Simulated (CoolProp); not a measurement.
Ammonia along the isobar 7.67 MPa: fugacity coefficient from the reference equation and from simpler models built on Tc = 405.6 K, pc = 11.36 MPa, ω = 0.256; each cubic takes its own stable root.

Model: reference Helmholtz-energy equation of state, Gao 2020, in CoolProp.

```json
[
 {"T (K)": "251.2", "phase": "liquid", "reference": "0.02395"},
 {"T (K)": "280.4", "phase": "liquid", "reference": "0.07320"},
 {"T (K)": "309.7", "phase": "liquid", "reference": "0.1726"},
 {"T (K)": "339", "phase": "liquid", "reference": "0.3355"},
 {"T (K)": "368.3", "phase": "liquid", "reference": "0.5617"},
 {"T (K)": "397.5", "phase": "gas", "reference": "0.7397"},
 {"T (K)": "426.8", "phase": "gas", "reference": "0.8004"},
 {"T (K)": "456.1", "phase": "gas", "reference": "0.8433"},
 {"T (K)": "485.4", "phase": "gas", "reference": "0.8752"}
]
```

### Question
How far does each simpler model (Redlich-Kwong, Soave-Redlich-Kwong, Peng-Robinson) lie from the reference over these 9 states: mean and median of the absolute difference, and the worst?

### Answer
- Redlich-Kwong: mean 27.0 %, median 14.6 %, worst +90.1 % at 251.2 K and 7.67 MPa
- Soave-Redlich-Kwong: mean 3.5 %, median 2.9 %, worst +6.6 % at 339 K and 7.67 MPa
- Peng-Robinson: mean 1.9 %, median 1.7 %, worst +3.5 % at 339 K and 7.67 MPa
